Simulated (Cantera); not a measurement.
Feed: 1 mol SiH2Cl2, 19 mol NH3, 7.2 mol H2, equilibrated at 1973 K and 64.0 Pa.

These are equilibrium values from Cantera (NASA tables, ideal gas, pure condensed phases), not measurements of a reactor. Candidate condensed phases: NH4Cl, Si, Si3N4; 28 gas species. The tables' values for SiCl, SiN are old estimates; treat these amounts as uncertain. Gases not in the tables: Si2H6 and higher silanes. Rates play no part.

Base state: H2 0.705, N2 0.193, H 0.0448, HCl 0.0352, Si 0.0176, Cl 0.00167, SiCl2 0.00155, SiCl 0.000633 (mole fractions); condensed: gas only.

Task: What changes in the equilibrium state with this change: SiH2Cl2 replaced by SiH4?

Result: 
```
species   before   after
-------  -------  ------
H2         0.705   0.741
N2         0.193   0.193
H         0.0448  0.0459
HCl       0.0352       0
Si        0.0176  0.0196
Cl       0.00167       0
SiCl2    0.00155       0
```
The tables' values for SiN are old estimates; treat these amounts as uncertain.

Task: What changes in the equilibrium state with this change: NH3 from 19 to 0.73 mol?

Result: 
| species | before | after |
|---|---|---|
| H2 | 0.705 | 0.733 |
| HCl | 0.0352 | 0.0995 |
| Si | 0.0176 | 0.0475 |
| N2 | 0.193 | 0.0316 |
| SiCl2 | 0.00155 | 0.0322 |
| H | 0.0448 | 0.0457 |
| SiCl3 | 4.16e-7 | 2.40e-5 |
| Si3 | 4.72e-6 | 9.31e-5 |
The tables' values for SiCl, SiN, SiCl3 are old estimates; treat these amounts as uncertain.

Task: What changes in the equilibrium state with this change: SiH2Cl2 replaced by Si2Cl6?

Result: 
| species | before | after |
|---|---|---|
| H2 | 0.705 | 0.641 |
| N2 | 0.193 | 0.188 |
| HCl | 0.0352 | 0.0855 |
| SiCl2 | 0.00155 | 0.0133 |
| Si | 0.0176 | 0.0233 |
| H | 0.0448 | 0.0427 |
| SiCl | 0.000633 | 0.00213 |
| Cl | 0.00167 | 0.00426 |
| Si3 | 4.72e-6 | 1.09e-5 |
The feed counts by its element totals alone.
